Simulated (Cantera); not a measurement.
A perfectly stirred reactor is fed with CO : H₂ : CH₄ : O₂ : N₂ : H₂O = 1 : 0.13 : 0.17 : 1.56 : 5.87 : 0.5 (molar parts), equivalence ratio 0.58, at 7500 Torr; it is adiabatic with a 725 K inlet, and is followed from long to short residence time, starting on the burning branch (τ in s: 0.42, 0.15, 0.056, 0.02, 0.0073, 0.0026, 0.00096, 0.00035, 0.00013, 4.6e-05).

Computed with Cantera and GRI-Mech 3.0 (53 species, 325 reactions).

```json
[
 {"quantity": "blow-out, bracketed by the residence times tried", "before": "burning at 46.0 µs, the shortest tried", "after": "burning at 46.0 µs, the shortest tried"},
 {"quantity": "x(CO) at τ = 0.420 s", "before": "0.000345", "after": "0.00148"},
 {"quantity": "x(H₂) at τ = 0.420 s", "before": "5.83e-5", "after": "0.000223"},
 {"quantity": "x(CH₄) at τ = 0.420 s", "before": "7.35e-8", "after": "2.76e-8"},
 {"quantity": "x(H) at τ = 0.420 s", "before": "5.88e-6", "after": "3.56e-5"},
 {"quantity": "x(H₂O₂) at τ = 0.420 s", "before": "2.15e-7", "after": "4.83e-7"},
 {"quantity": "x(CO) at τ = 2.60 ms", "before": "0.00175", "after": "0.00247"},
 {"quantity": "x(H₂) at τ = 2.60 ms", "before": "0.000158", "after": "0.000300"},
 {"quantity": "x(CH₄) at τ = 2.60 ms", "before": "7.55e-6", "after": "3.77e-6"},
 {"quantity": "x(H) at τ = 2.60 ms", "before": "2.23e-5", "after": "5.37e-5"},
 {"quantity": "x(H₂O₂) at τ = 2.60 ms", "before": "3.19e-7", "after": "5.24e-7"}
]
```

Question: Which change was made?
A) inlet temperature 725 to 475 K
B) pressure from 7500 Torr to 825 Torr
C) H2 0.13 to 0.093 parts
D) N2 5.87 to 4.4 parts

Answer: D, N2 5.87 to 4.4 parts
